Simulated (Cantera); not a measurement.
Feed: 1 mol SiCl₄, 9.9 mol H₂, equilibrated at 1473 K and 2.00 bar.

Method: chemical equilibrium by Gibbs-energy minimisation in Cantera with the NASA 1993 tables (ideal gas, pure condensed phases). Candidate condensed phases: Si; 19 gas species. The tables' values for SiCl₃ are old estimates; treat these amounts as uncertain. Rates play no part.

Base state: H₂ 0.813, HCl 0.0990, SiCl₂ 0.0312, SiCl₄ 0.0228, SiHCl₃ 0.0176, SiCl₃ 0.0144, SiH₂Cl₂ 0.00213, SiH₃Cl 7.51e-5 (mole fractions); condensed: gas only.

**Question.** What changes in the equilibrium state with this change: pressure from 2.00 bar to 19.0 bar?

**Answer.** 
| species | before | after |
|---|---|---|
| H₂ | 0.813 | 0.836 |
| HCl | 0.0990 | 0.0734 |
| SiHCl₃ | 0.0176 | 0.0345 |
| SiCl₂ | 0.0312 | 0.00870 |
| SiCl₃ | 0.0144 | 0.00905 |
| SiCl₄ | 0.0228 | 0.0322 |
| SiH₃Cl | 7.51e-5 | 0.000283 |
| SiH₂Cl₂ | 0.00213 | 0.00579 |
